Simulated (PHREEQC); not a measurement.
Synthetic water in mmol/kgw, 25 °C, pH 6.61, pe -0.4:

```csv
constituent,mmol/kgw
Na,10.8
K,13
Ca,0.653
Mg,1.48
Cl,10.1
S(6),2.5
Alkalinity (meq/kgw),13.5
Li,0.317
B,0.547
N(-3),0.299
Sr,0.208
```

Valence states are taken as typed.

Model: ion-association model, phreeqc.dat, run in PHREEQC.

| Property | Value |
|---|---|
| ionic strength | 0.0320 mol/kgw |
| specific conductance | 3000 µS/cm |
| charge-balance error | 0.9 % |

```json
[
 {"species": "HCO3-", "molality": "0.0133", "activity": "0.0113", "log γ": "-0.069"},
 {"species": "K+", "molality": "0.0129", "activity": "0.0109", "log γ": "-0.075"},
 {"species": "Na+", "molality": "0.0107", "activity": "0.00907", "log γ": "-0.071"},
 {"species": "Cl-", "molality": "0.0101", "activity": "0.00851", "log γ": "-0.075"},
 {"species": "CO2", "molality": "0.00620", "activity": "0.00624", "log γ": "0.003"},
 {"species": "SO4-2", "molality": "0.00210", "activity": "0.00109", "log γ": "-0.283"},
 {"species": "Mg+2", "molality": "0.00121", "activity": "0.000651", "log γ": "-0.269"},
 {"species": "Ca+2", "molality": "0.000547", "activity": "0.000289", "log γ": "-0.277"},
 {"species": "H3BO3", "molality": "0.000545", "activity": "0.000549", "log γ": "0.003"},
 {"species": "Li+", "molality": "0.000316", "activity": "0.000270", "log γ": "-0.067"},
 {"species": "NH4+", "molality": "0.000294", "activity": "0.000245", "log γ": "-0.080"}
]
```

This is a speciation only: nothing precipitates in the calculation.
